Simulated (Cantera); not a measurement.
Input: 1 mol CH3F, 0.39 mol CH4, 12 mol H2, at 3248 K and 0.0133 bar.

Equilibrium computed with Cantera from the NASA thermochemical tables; the gas is ideal and each condensed phase is pure. Candidate condensed phases: C, C6H6, C7H8, C8H18; 95 gas species. Equilibrium is a limit: real reactors are often held back by kinetics, nucleation or transport.

Base state: H 0.843, H2 0.0929, HF 0.0343, C 0.0109, C3 0.00905, C2 0.00298, F 0.00292, C2H 0.00254 (mole fractions); condensed: gas only.

### Question
What changes in the equilibrium state with this change: temperature from 3248 K to 2100 K?

### Answer
| species | before | after |
|---|---|---|
| H2 | 0.0929 | 0.906 |
| HF | 0.0343 | 0.0668 |
| H | 0.843 | 0.0257 |
| C | 0.0109 | 1.78e-8 |
| C2 | 0.00298 | 1.86e-9 |
| C3 | 0.00905 | 2.16e-8 |
| C5 | 3.47e-5 | <1e-9 |
| CF | 0.000175 | 8.50e-9 |
| C4 | 1.91e-5 | <1e-9 |
| C(graphite), mol | 0 | 1.35 |
